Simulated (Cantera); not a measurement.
**Catalytic stagnation flow on Pt**

A jet of CH4 : O2 : N2 = 0.053 : 0.066 : 0.79 (molar parts), equivalence ratio 1.6 at 300 K and 4100 Pa hits a platinum plate 7.5 cm away at a mass flux of 0.048 kg/m²/s; the plate temperature is set and raised in steps from an oxygen-covered start.

Model: Deutschmann's 1995 Pt surface mechanism with GRI-Mech 3.0 gas chemistry, integrated in Cantera. Catalytic surfaces can have several steady states; this one follows from the mechanism file's or the stated starting coverage.

```csv
plate T (K),wall x CH4,wall x O2,wall x H2O,wall x OH,wall x CO,wall x CO2,θ free Pt,θ H*,θ CO*,θ C*
900,0.0136,0.00506,0.0758,<1e-8,0.0466,0.000150,0.552,0.00103,0.197,0.250
950,0.00912,0.00346,0.0740,<1e-8,0.0512,0.000236,0.696,0.00146,0.138,0.165
1000,0.00632,0.00250,0.0726,<1e-8,0.0537,0.000649,0.847,0.00153,0.0946,0.0565
1050,0.00539,0.00221,0.0714,<1e-8,0.0539,0.00154,0.927,0.00138,0.0540,0.0177
1100,0.00510,0.00215,0.0700,<1e-8,0.0529,0.00300,0.964,0.00121,0.0292,0.00611
1150,0.00504,0.00217,0.0683,1.49e-8,0.0512,0.00511,0.981,0.00107,0.0157,0.00237
```
x: mole fraction at the wall; θ: surface coverage.
